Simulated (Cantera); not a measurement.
Cantera run:

```python
import numpy as np
import cantera as ct

gas_names = """
    C CN CO CO2 C2 CCN CNC C2N2 C2O C3 C3O2 C4 C4N2 C5 N NCO NO NO2 NO3 N2 N2O O O2 O3 Si SiC SiC2 SiN
    SiO SiO2 Si2 Si2C Si2N Si3
""".split()
cond_names = """
    C(gr) Si(cr) Si(L) SiC(b) SiO2(Lqz) SiO2(hqz) SiO2(L) Si2N2O(s) Si3N4(a)
""".split()


# ... load() reads the species with a 1 bar reference pressure and builds the phases ...
atoms = {
    'SiC': {'Si': 1, 'C': 1},
    'N2O': {'N': 2, 'O': 1},
    'N2': {'N': 2},
}
top_T = {'C(gr)': 4500, 'SiC(b)': 3050, 'Si2N2O(s)': 2100, 'Si3N4(a)': 2400}  # K; cautious upper limits of use, not melting points


# ... equilibrate(T, P, feed) seeds the gas with the atoms and calls Mixture.equilibrate('TP', solver="vcs", rtol=1e-11, max_steps=5000) ...
results = []
feed = {'SiC': 1, 'N2O': 3.9, 'N2': 100}  # mol
P = 330  # Pa
for T in [973, 1073, 1173, 1273, 1373, 1473, 1573, 1673, 1773, 1873]:
    mix = equilibrate(T, P, feed)
    results.append((T, P, feed, dict(zip(mix.species_names, mix.species_moles))))
    x = sorted(zip(gas.X, gas.species_names), reverse=True)
    print(f"T = {T:g} K  P = {P:g} Pa  gas = {mix.phase_moles(0):.4g} mol")
    print("   x: " + "  ".join(f"{s} {v:.3e}" for v, s in x if v > 0.0001))
    print("   condensed (mol): " + ("  ".join(f"{mix.phase(i).name} {mix.phase_moles(i):.4g}"
          for i in range(1, mix.n_phases) if mix.phase_moles(i) > 1e-12) or "none"))
```

It prints:

```
T = 973 K  P = 330 Pa  gas = 104.9 mol
   x: N2 9.905e-01  CO2 8.580e-03  CO 9.533e-04
   condensed (mol): SiO2(hqz) 1
T = 1073 K  P = 330 Pa  gas = 104.9 mol
   x: N2 9.905e-01  CO2 8.580e-03  CO 9.533e-04
   condensed (mol): SiO2(hqz) 1
T = 1173 K  P = 330 Pa  gas = 104.9 mol
   x: N2 9.905e-01  CO2 8.580e-03  CO 9.533e-04
   condensed (mol): SiO2(hqz) 1
T = 1273 K  P = 330 Pa  gas = 104.9 mol
   x: N2 9.905e-01  CO2 8.580e-03  CO 9.533e-04
   condensed (mol): SiO2(hqz) 1
T = 1373 K  P = 330 Pa  gas = 104.9 mol
   x: N2 9.905e-01  CO2 8.579e-03  CO 9.535e-04
   condensed (mol): SiO2(hqz) 1
T = 1473 K  P = 330 Pa  gas = 104.9 mol
   x: N2 9.905e-01  CO2 8.578e-03  CO 9.551e-04
   condensed (mol): SiO2(hqz) 1
T = 1573 K  P = 330 Pa  gas = 104.9 mol
   x: N2 9.905e-01  CO2 8.561e-03  CO 9.716e-04
   condensed (mol): SiO2(hqz) 1
T = 1673 K  P = 330 Pa  gas = 104.9 mol
   x: N2 9.904e-01  CO2 8.443e-03  CO 1.089e-03
   condensed (mol): SiO2(hqz) 0.9998
T = 1773 K  P = 330 Pa  gas = 104.9 mol
   x: N2 9.901e-01  CO2 8.026e-03  CO 1.504e-03  O2 2.070e-04  NO 1.333e-04
   condensed (mol): SiO2(L) 0.9978
T = 1873 K  P = 330 Pa  gas = 105 mol
   x: N2 9.893e-01  CO2 7.251e-03  CO 2.272e-03  O2 5.582e-04  NO 3.047e-04  SiO 1.988e-04
   condensed (mol): SiO2(L) 0.9783
```

These are equilibrium values from Cantera (NASA tables, ideal gas, pure condensed phases), not measurements of a reactor. The tables hold silica as quartz up to 1696 K and as liquid above; real silica turns to tridymite and cristobalite and melts near 1996 K.
